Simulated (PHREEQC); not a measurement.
Consider water at 25 °C with 0.18 mol/kgw CuCl2, 0.0024 mol/kgw H2SO4 and 0.0001 mol/kgw FeCl3. Closed to the air; pH follows from the charge balance.

The numbers come from PHREEQC with the ion-association model, phreeqc.dat.

- pH = 2.44
- ionic strength = 0.472 mol/kgw
- activity of water = 0.991
- density = 1.019 g/cm³
- total alkalinity = -5.00 meq/kg

| species | molality | activity | log γ |
|---|---|---|---|
| Cl- | 0.324 | 0.212 | -0.185 |
| Cu+2 | 0.144 | 0.0367 | -0.595 |
| CuCl+ | 0.0320 | 0.0209 | -0.184 |
| H+ | 0.00472 | 0.00362 | -0.116 |
| CuCl2 | 0.00214 | 0.00238 | 0.047 |
| CuSO4 | 0.00135 | 0.00150 | 0.047 |
| SO4-2 | 0.000952 | 0.000200 | -0.677 |
| HSO4- | 9.62e-5 | 7.04e-5 | -0.135 |
| FeCl+2 | 4.80e-5 | 1.05e-5 | -0.658 |
| Fe+3 | 1.81e-5 | 1.65e-6 | -1.040 |
| FeCl2+ | 1.46e-5 | 9.97e-6 | -0.165 |

No solid was allowed to form. Examples of supersaturated solids here: Hematite (slow to form), Goethite (slow to form). Others may be too.
